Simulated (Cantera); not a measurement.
An isothermal, constant-pressure homogeneous reactor starts with 41.7 % NH3, 58.3 % H2, at 2373 K and 1.60 bar.

Detailed kinetics in Cantera: the gas-phase N/H chemistry of the illustrative SiF4/NH3 mechanism in the Surface Chemkin manual (1991). Walls and surfaces, which speed up NH3 decomposition in real reactors, are not modelled.

x: mole fraction; the columns are a selection and need not sum to one.

```
t (s)        x NH3   x H2     x NH2      x N    x N2H2    x N2H4      x NH
--------  --------  -----  --------  -------  --------  --------  --------
0.000200     0.319  0.643   0.00255  9.78e-6   8.07e-6   3.81e-7  0.000112
0.000452     0.232  0.700   0.00204  1.01e-5   5.46e-6   2.46e-7  0.000102
0.00102      0.120  0.772   0.00130  1.04e-5   2.54e-6   9.96e-8   8.27e-5
0.00231     0.0306  0.829  0.000515  1.06e-5   5.59e-7   1.56e-8   5.26e-5
0.00521    0.00185  0.843   6.52e-5  6.09e-6   1.64e-8  2.49e-10   1.43e-5
0.0118    0.000261  0.843   1.02e-5  1.16e-6  4.36e-10  6.05e-12   2.46e-6
0.0266     8.58e-5  0.843   3.34e-6  3.84e-7  5.09e-11    <1e-12   8.11e-7
0.0601     3.43e-5  0.843   1.33e-6  1.54e-7  1.16e-11    <1e-12   3.24e-7
0.136            ?  0.843         ?        ?  5.55e-12    <1e-12         ?
0.307      7.88e-6  0.843   3.07e-7  3.53e-8  4.49e-12    <1e-12   7.45e-8
0.694      5.87e-6  0.843   2.29e-7  2.63e-8  4.31e-12    <1e-12   5.55e-8
1.57       5.69e-6  0.843   2.22e-7  2.55e-8  4.30e-12    <1e-12   5.38e-8
3.54       5.69e-6  0.843   2.22e-7  2.55e-8  4.30e-12    <1e-12   5.38e-8
8.00       5.69e-6  0.843   2.22e-7  2.55e-8  4.30e-12    <1e-12   5.38e-8
```

### Question
Some entries are withheld; supply them.

### Answer

- 0.136, x NH3: 1.51e-5
- 0.136, x NH2: 5.88e-7
- 0.136, x N: 6.77e-8
- 0.136, x NH: 1.43e-7
